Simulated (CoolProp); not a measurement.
Computed with CoolProp (reference Helmholtz-energy equation of state, Lemmon 2006). It is a short technical equation, of lower accuracy than the large ones.

Question: For C3F8 (R218), give the phase and the density (kg/m³), cv (kJ/(kg K)), Joule-Thomson coefficient (K/MPa), isothermal compressibility (1/MPa) at 220.4 K and 0.118 MPa.

Answer: 
- 220.4 K and 0.118 MPa: liquid; density 1670, cv 0.658, Joule-Thomson coefficient -0.324, isothermal compressibility 0.00231
